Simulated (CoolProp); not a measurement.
2000 sccm (0 °C, 1 atm) of nitrogen bubbles through liquid octamethyltrisiloxane (MDM) at 327.9 K and leaves saturated at a total pressure of 0.00805 MPa (ideal gas phase). Each further row changes one setting.

Values from CoolProp's reference Helmholtz-energy equation of state, Thol 2017.

```
case                       vapour pressure (kPa)  mole fraction of vapour  delivery (mg/min)  delivery (sccm)  change of delivery for a bath 1 K warmer (%)
-------------------------  ---------------------  -----------------------  -----------------  ---------------  --------------------------------------------
as stated                                   2.80                    0.348                [?]              [?]                                           8.3
bath temperature 332.9 K                    3.60                    0.448              17100             1620                                           9.5
total pressure 0.0161 MPa                   2.80                    0.174               4450              [?]                                           6.4
```

Problem. What belongs in the gaps?

Solution. 
- as stated, delivery (mg/min): 11300
- as stated, delivery (sccm): 1070
- total pressure 0.0161 MPa, delivery (sccm): 421
